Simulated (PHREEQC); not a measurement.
## Phosphoric acid bath: speciation

Solution (25 °C): 31 mmol/kgw H3PO4 and 0.23 mmol/kgw NaOH. Closed to the air; pH follows from the charge balance.

Model: ion-association model, phreeqc.dat, run in PHREEQC.

Each row changes one thing in this solution. No solid was allowed to form.

```
case                                             pH  ionic strength (mol/kgw)
---------------------------------------------  ----  ------------------------
as made                                        1.95                    0.0126
0.018 mol/kgw KCl added                        1.95                    0.0310
H3PO4 replaced by KH2PO4 at the same molality  4.95                    0.0315
NaOH left out                                  1.95                    0.0125
NaOH from 0.00023 to 0.000207 mol/kgw          1.95                    0.0126
H3PO4 from 0.031 to 0.0341 mol/kgw              [?]                    0.0134
H3PO4 left out                                  [?]                  0.000230
```

### Question
Fill in the missing entries.

### Answer

- H3PO4 from 0.031 to 0.0341 mol/kgw, pH: 1.93
- H3PO4 left out, pH: 10.35

Complexes and solids missing from the database can't appear.
